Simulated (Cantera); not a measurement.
Input (Python, Cantera):

```python
import numpy as np
import cantera as ct

gas = ct.Solution("gri30.yaml")


def delay(T, t_max=10):
    gas.TPX = T, 130000, {'CH4': 1, 'O2': 1.11, 'N2': 7.11}
    reactor = ct.IdealGasReactor(gas, clone=False)
    net = ct.ReactorNet([reactor])
    net.rtol, net.atol = 1e-8, 1e-16
    while net.time < t_max:
        t_old, T_old = net.time, reactor.T
        net.step()
        if reactor.T > T + 400:  # ignition: a rise of 400 K
            return t_old + (T + 400 - T_old) / (reactor.T - T_old) * (net.time - t_old)
    return np.nan


taus = []
for T in [1300, 1375, 1450, 1525, 1600, 1675, 1750, 1825]:
    taus.append(delay(T))
    print(f"T0 = {T:6g} K   tau = {taus[-1]:.4e} s")
```

Result:

```
T0 =   1300 K   tau = 2.0509e-02 s
T0 =   1375 K   tau = 7.9473e-03 s
T0 =   1450 K   tau = 3.2474e-03 s
T0 =   1525 K   tau = 1.4114e-03 s
T0 =   1600 K   tau = 6.6041e-04 s
T0 =   1675 K   tau = 3.3522e-04 s
T0 =   1750 K   tau = 1.8439e-04 s
T0 =   1825 K   tau = 1.0900e-04 s
```

Model: GRI-Mech 3.0 (53 species, 325 reactions), integrated in Cantera.
